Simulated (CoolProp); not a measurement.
A simple Rankine cycle with methanol: condensing at 329.15 K, boiler at 1.6 MPa, turbine inlet 444.1 K, turbine efficiency 0.75, pump efficiency 0.6, no recuperator. Each further row changes one setting.

The numbers come from the reference Helmholtz-energy equation of state, de Reuck 1993 in CoolProp.

| case | thermal efficiency (%) | net work (kJ/kg) | heat in (kJ/kg) | turbine exit temperature (K) | volume ratio over the turbine |
|---|---|---|---|---|---|
| as stated | 15.4 | 191 | 1230 | 329.2 | 17.5 |
| turbine inlet 464.1 K | [?] | 203 | 1300 | 329.2 | 16.7 |
| condensing temperature 321.15 K | 16.6 | [?] | [?] | 321.1 | 24.0 |
| boiler pressure 1.12 MPa | 14.0 | [?] | 1270 | 329.2 | 12.0 |
| turbine efficiency 0.65 | 13.3 | 165 | 1230 | 329.2 | [?] |

Q: Fill in the missing entries.

A: 
- turbine inlet 464.1 K, thermal efficiency (%): 15.7
- condensing temperature 321.15 K, net work (kJ/kg): 209
- condensing temperature 321.15 K, heat in (kJ/kg): 1260
- boiler pressure 1.12 MPa, net work (kJ/kg): 179
- turbine efficiency 0.65, volume ratio over the turbine: 17.9

The expansion ends wet for: as stated; turbine inlet 464.1 K; condensing temperature 321.15 K; boiler pressure 1.12 MPa; turbine efficiency 0.65.
